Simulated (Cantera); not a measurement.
Standard-state values (1 bar) from the NASA 1993 polynomials, evaluated with Cantera. Values are per mole of reaction as written; species without (g) are pure solids or liquids, kept so even where they would boil at 1 bar.

Li₂O = O(g) + 2 Li(g), with ΔH° = 1166.5 kJ and ΔS° = 400.7 J/K at 300 K.

Question: How far is the shortcut ΔG° ≈ ΔH°(300 K) − T·ΔS°(300 K) from the full temperature-dependent value at 725, 875, 1025, 1175, 1325, 1475, 1625, 1775, 1925, 2075, 2225 K?

Answer: 
| T (K) | shortcut (kJ) | full (kJ) | difference (kJ) | difference in log10 K | condensed phases |
|---|---|---|---|---|---|
| 725 | 876.0 | 876.1 | -0.2 | 0.01 | Li₂O(s) |
| 875 | 815.8 | 816.9 | -1.0 | 0.06 | Li₂O(s) |
| 1025 | 755.7 | 757.7 | -2.0 | 0.10 | Li₂O(s) |
| 1175 | 695.6 | 699.4 | -3.8 | 0.17 | Li₂O(s) |
| 1325 | 635.5 | 641.7 | -6.2 | 0.25 | Li₂O(s) |
| 1475 | 575.4 | 584.6 | -9.2 | 0.33 | Li₂O(s) |
| 1625 | 515.3 | 527.9 | -12.6 | 0.41 | Li₂O(s) |
| 1775 | 455.2 | 471.8 | -16.6 | 0.49 | Li₂O(s) |
| 1925 | 395.1 | 418.7 | -23.6 | 0.64 | Li₂O(l) |
| 2075 | 334.9 | 368.2 | -33.2 | 0.84 | Li₂O(l) |
| 2225 | 274.8 | 318.1 | -43.3 | 1.02 | Li₂O(l) |
The shortcut ignores heat capacities and the phase changes listed.
